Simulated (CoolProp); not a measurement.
A simple Rankine cycle with sulfur dioxide: condensing at 332.15 K, boiler at 4.96 MPa, turbine inlet 418.4 K, turbine efficiency 0.6, pump efficiency 0.6, no recuperator. Each further row changes one setting.

Model: reference Helmholtz-energy equation of state, Gao 2016, in CoolProp.

| case | thermal efficiency (%) | net work (kJ/kg) | heat in (kJ/kg) | turbine exit temperature (K) | volume ratio over the turbine |
|---|---|---|---|---|---|
| as stated | 8.2 | 26.8 | 329 | 332.2 | 4.39 |
| turbine inlet 438.4 K | ___ | 30.2 | 354 | ___ | 4.15 |
| condensing temperature 324.15 K | ___ | ___ | 340 | 324.2 | 5.40 |
| boiler pressure 3.47 MPa | 7.0 | ___ | 355 | ___ | ___ |
| turbine efficiency 0.5 | 6.5 | 21.5 | 329 | 332.2 | 4.47 |

Question: Some entries are withheld; supply them.

Answer: 
- turbine inlet 438.4 K, thermal efficiency (%): 8.5
- turbine inlet 438.4 K, turbine exit temperature (K): 339.1
- condensing temperature 324.15 K, thermal efficiency (%): 9.1
- condensing temperature 324.15 K, net work (kJ/kg): 30.9
- boiler pressure 3.47 MPa, net work (kJ/kg): 24.9
- boiler pressure 3.47 MPa, turbine exit temperature (K): 346.5
- boiler pressure 3.47 MPa, volume ratio over the turbine: 2.96

The expansion ends wet for: as stated; condensing temperature 324.15 K; turbine efficiency 0.5.
